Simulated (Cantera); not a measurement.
Charge: 1 mol CsOH, 5.5 mol H₂O, 0.5 mol H₂, equilibrated at 21.0 mbar.

Equilibrium computed with Cantera from the NASA thermochemical tables; the gas is ideal and each condensed phase is pure. Candidate condensed phases: Cs, CsOH, H₂O; 15 gas species. Equilibrium is a limit: real reactors are often held back by kinetics, nucleation or transport.

Problem. At 652 °C, list the 5 most abundant gas species with their mole fractions, and the condensed phases.

Solution. H₂O 0.794, CsOH 0.124, H₂ 0.0721, Cs₂(OH)₂ 0.0101, Cs 0.000162. Condensed: gas only.
